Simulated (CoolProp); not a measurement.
Sulfur hexafluoride along the isobar 1000 kPa: fugacity coefficient from the reference equation and from simpler models built on Tc = 318.7 K, pc = 3755 kPa, ω = 0.210; each cubic takes its own stable root.

Computed with CoolProp (reference Helmholtz-energy equation of state, Guder 2009).

```tsv
T (K)	phase	reference	van der Waals	Peng-Robinson
235.6	liquid	0.3499	0.8314	0.3528
254.4	liquid	0.6294	0.8653	0.6304
273.1	gas	0.8531	0.8861	0.8447
291.9	gas	0.8823	0.9028	0.8720
310.6	gas	0.9041	0.9163	0.8935
329.4	gas	0.9211	0.9275	0.9110
348.1	gas	0.9346	0.9367	0.9251
366.9	gas	0.9454	0.9445	0.9367
385.6	gas	0.9542	0.9511	0.9463
404.4	gas	0.9615	0.9568	0.9544
423.1	gas	0.9676	0.9616	0.9612
```

At some of these states van der Waals gives the other phase, because its saturation line lies elsewhere.
